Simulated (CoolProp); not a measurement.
Properties of propylene along the isotherm 575 K (Tc = 364.2 K, pc = 4.555 MPa, ω = 0.146).

Values from CoolProp's reference Helmholtz-energy equation of state, Lemmon 2013.

```json
[
 {"p (MPa)": "0.0072", "phase": "gas", "cp (kJ/(kg K))": "2.495", "cv (kJ/(kg K))": "2.297", "expansivity (1/kK)": "1.740", "conductivity (mW/(m K))": "53.6"},
 {"p (MPa)": "0.0128", "phase": "gas", "cp (kJ/(kg K))": "2.495", "cv (kJ/(kg K))": "2.297", "expansivity (1/kK)": "1.741", "conductivity (mW/(m K))": "53.6"},
 {"p (MPa)": "0.0228", "phase": "gas", "cp (kJ/(kg K))": "2.495", "cv (kJ/(kg K))": "2.297", "expansivity (1/kK)": "1.742", "conductivity (mW/(m K))": "53.7"},
 {"p (MPa)": "0.0405", "phase": "gas", "cp (kJ/(kg K))": "2.495", "cv (kJ/(kg K))": "2.297", "expansivity (1/kK)": "1.744", "conductivity (mW/(m K))": "53.7"},
 {"p (MPa)": "0.072", "phase": "gas", "cp (kJ/(kg K))": "2.496", "cv (kJ/(kg K))": "2.297", "expansivity (1/kK)": "1.747", "conductivity (mW/(m K))": "53.8"},
 {"p (MPa)": "0.128", "phase": "gas", "cp (kJ/(kg K))": "2.497", "cv (kJ/(kg K))": "2.297", "expansivity (1/kK)": "1.753", "conductivity (mW/(m K))": "53.9"},
 {"p (MPa)": "0.228", "phase": "gas", "cp (kJ/(kg K))": "2.500", "cv (kJ/(kg K))": "2.298", "expansivity (1/kK)": "1.765", "conductivity (mW/(m K))": "54.1"},
 {"p (MPa)": "0.405", "phase": "gas", "cp (kJ/(kg K))": "2.504", "cv (kJ/(kg K))": "2.299", "expansivity (1/kK)": "1.785", "conductivity (mW/(m K))": "54.5"},
 {"p (MPa)": "0.72", "phase": "gas", "cp (kJ/(kg K))": "2.512", "cv (kJ/(kg K))": "2.300", "expansivity (1/kK)": "1.821", "conductivity (mW/(m K))": "55.2"},
 {"p (MPa)": "1.28", "phase": "gas", "cp (kJ/(kg K))": "2.526", "cv (kJ/(kg K))": "2.302", "expansivity (1/kK)": "1.886", "conductivity (mW/(m K))": "56.3"},
 {"p (MPa)": "2.28", "phase": "gas", "cp (kJ/(kg K))": "2.552", "cv (kJ/(kg K))": "2.307", "expansivity (1/kK)": "2.005", "conductivity (mW/(m K))": "58.0"}
]
```

Thermal conductivity comes from a separate model (Huber 2003), an estimate that may be off by 10 % or more.
